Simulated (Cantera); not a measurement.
A freely propagating, adiabatic, planar premixed flame of CH4 : O2 : N2 = 1 : 1.43 : 5.37 (molar parts), equivalence ratio 1.4, unburnt at 625 K and 7.30 atm; mixture-averaged transport, grid criteria slope 0.08 and curve 0.16, no radiation.

Detailed kinetics in Cantera: GRI-Mech 3.0 (53 species, 325 reactions). Burning velocities carry a grid error of a few per cent, more on coarse grids.

**Question.** What does this change do: N2 5.37 to 4.2 parts?

**Answer.** 
```json
[
 {"quantity": "laminar burning velocity", "before": "34.8 cm/s", "after": "64.6 cm/s"},
 {"quantity": "thermal thickness", "before": "0.135 mm", "after": "0.0809 mm"},
 {"quantity": "peak x(H2)", "before": "0.0609", "after": "0.0683"},
 {"quantity": "peak x(HCN)", "before": "4.32e-5", "after": "7.31e-5"},
 {"quantity": "peak x(CO)", "before": "0.0763", "after": "0.0926"}
]
```
